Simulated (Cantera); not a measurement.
**Silicon nitride deposition: SiH4 + N2 + H2**

Feed: 1 mol SiH4, 45 mol N2, 1.4 mol H2.

Equilibrium computed with Cantera from the NASA thermochemical tables; the gas is ideal and each condensed phase is pure. Candidate condensed phases: Si, Si3N4; 18 gas species. N2 is the only nitrogen source here; it is nearly inert below about 1500 K, so the nitride shown seldom forms there in practice. The numbers say what is thermodynamically allowed, not how fast it happens.

### Question
Map the stable condensed phases over T = 725, 875, 1025, 1175, 1325, 1475, 1625, 1775, 1925, 2075 K and P in Pa = 5, 17, 59, 210, 710, 2400, 8400, 29000, 100000.

### Answer
```
T in K \ P in Pa
              5     17     59    210    710   2400   8400  29000 100000
   2075       A      A      A      A      B      B      B      B      C
   1925       A      A      A      B      B      B      C      C      C
   1775       A      B      B      B      C      C      C      C      C
   1625       B      B      C      C      C      C      C      C      C
   1475       C      C      C      C      C      C      C      C      C
   1325       C      C      C      C      C      C      C      C      C
   1175       C      C      C      C      C      C      C      C      C
   1025       C      C      C      C      C      C      C      C      C
    875       C      C      C      C      C      C      C      C      C
    725       C      C      C      C      C      C      C      C      C
```
A: gas only; B: Si; C: Si3N4.
